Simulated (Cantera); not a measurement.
What does this Cantera script print?

```python
import numpy as np
import cantera as ct

gas_names = [...]  # 136 gases of nasa_gas.yaml made of C, H, N, O
cond_names = """
    C(gr) C6H6(L) C7H8(L) C8H18(L),n-octa H2O(s) H2O(L)
""".split()


# ... load() reads the species with a 1 bar reference pressure and builds the phases ...
atoms = {
    'C': {'C': 1},
    'H2O': {'H': 2, 'O': 1},
    'N2': {'N': 2},
    'NH3': {'N': 1, 'H': 3},
}
top_T = {'C(gr)': 4500}  # K; cautious upper limits of use, not melting points


# ... equilibrate(T, P, feed) seeds the gas with the atoms and calls Mixture.equilibrate('TP', solver="vcs", rtol=1e-11, max_steps=5000) ...
results = []
feed = {'C': 1, 'H2O': 1.9, 'N2': 12, 'NH3': 0.017}  # mol
T = 573  # K
P = 22  # Pa
mix = equilibrate(T, P, feed)
results.append((T, P, feed, dict(zip(mix.species_names, mix.species_moles))))
x = sorted(zip(gas.X, gas.species_names), reverse=True)
print(f"T = {T:g} K  P = {P:g} Pa  gas = {mix.phase_moles(0):.4g} mol")
print("   x: " + "  ".join(f"{s} {v:.3e}" for v, s in x if v > 0.0001))
print("   condensed (mol): " + ("  ".join(f"{mix.phase(i).name} {mix.phase_moles(i):.4g}"
      for i in range(1, mix.n_phases) if mix.phase_moles(i) > 1e-12) or "none"))
```

It prints:

```
T = 573 K  P = 22 Pa  gas = 14.82 mol
   x: N2 8.101e-01  H2 1.127e-01  CO2 5.164e-02  H2O 1.602e-02  CO 8.892e-03  CH4 5.760e-04
   condensed (mol): C(gr) 0.09427
```

Method: chemical equilibrium by Gibbs-energy minimisation in Cantera with the NASA 1993 tables (ideal gas, pure condensed phases).
